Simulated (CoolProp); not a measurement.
A Linde-Hampson liquefier for nitrogen: isothermal reversible compression at 230 K from 1 atm to 10 MPa, throttling to 1 atm, return gas leaving the recuperator 0 K below the feed. Each further row changes one setting.

Values from CoolProp's reference Helmholtz-energy equation of state, Span 2000.

```json
[
 {"case": "as stated", "liquid yield per pass": "…", "compression work (kJ/kg of gas)": "307"},
 {"case": "high pressure 20 MPa", "liquid yield per pass": "…", "compression work (kJ/kg of gas)": "351"},
 {"case": "warm-end temperature 260 K", "liquid yield per pass": "0.068", "compression work (kJ/kg of gas)": "351"},
 {"case": "warm-end gap 5 K", "liquid yield per pass": "…", "compression work (kJ/kg of gas)": "307"}
]
```

### Question
Some entries are withheld; supply them.

### Answer

- as stated, liquid yield per pass: 0.098
- high pressure 20 MPa, liquid yield per pass: 0.161
- warm-end gap 5 K, liquid yield per pass: 0.085
